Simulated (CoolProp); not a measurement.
Vapour-liquid equilibrium of C3F8 (R218) (1) + c-C4F8 (RC318) (2) at 32.15 °C; x and y are mole fractions of (1).

Values from CoolProp's multi-fluid Helmholtz-energy mixture model, Lemmon 2006 and Platzer 1990; pair parameters Bell 2016. This equation is an older, rougher fit; its heat capacities, sound speeds and derivatives of the liquid may be far off and weren't checked against measurements.

| x | bubble pressure, mixture model (MPa) | bubble pressure, Raoult's law (MPa) | y, mixture model | y, Raoult's law |
|---|---|---|---|---|
| 0.05 | 0.3994 | 0.4232 | 0.070 | 0.124 |
| 0.2 | 0.4444 | 0.5217 | 0.300 | 0.401 |
| 0.35 | 0.5171 | 0.6202 | 0.518 | 0.591 |
| 0.5 | 0.6146 | 0.7187 | 0.693 | 0.728 |
| 0.65 | 0.7309 | 0.8172 | 0.822 | 0.833 |
| 0.8 | 0.8601 | 0.9156 | 0.913 | 0.915 |
| 0.95 | 0.9986 | 1.014 | 0.981 | 0.981 |

The largest gap from Raoult's law is -16.6 % in bubble pressure, at x = 0.35. No azeotrope shows between x = 0.05 and 0.95.

The pair parameters rest on a limited set of measurements; away from them the model extrapolates.
